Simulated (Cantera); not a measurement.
A perfectly stirred reactor is fed with N2O : H2O = 1 : 0.095 (molar parts), at 2500 Pa; it is held at 1300 K, and followed from long to short residence time.

Detailed kinetics in Cantera: GRI-Mech 3.0 (53 species, 325 reactions). GRI-Mech 3.0 was tuned for natural gas; its chemistry of N2O as a main component is partial and can be far from experiment. Radical loss at walls, strong at low pressure, is not modelled. The mechanism lacks the step 2 NO + O2 → 2 NO2, which can matter for NO2 below about 1400 K. The temperature is held fixed by assumption; the heat of reaction is taken as removed at once.

Task: What does this change do: pressure from 2500 Pa to 1900 Pa?

Result: 
```csv
quantity,before,after
x(N2O) at τ = 1.50 s,0.718,0.756
x(H2O) at τ = 1.50 s,0.0809,0.0820
x(H2O2) at τ = 1.50 s,1.17e-8,1.41e-8
x(H2) at τ = 1.50 s,3.77e-7,3.87e-7
x(NO) at τ = 1.50 s,0.0152,0.0122
x(N2O) at τ = 90.0 ms,0.898,0.902
x(H2O) at τ = 90.0 ms,0.0863,0.0864
x(H2O2) at τ = 90.0 ms,9.95e-8,1.11e-7
x(H2) at τ = 90.0 ms,6.67e-7,6.88e-7
x(NO) at τ = 90.0 ms,0.00114,0.000880
```
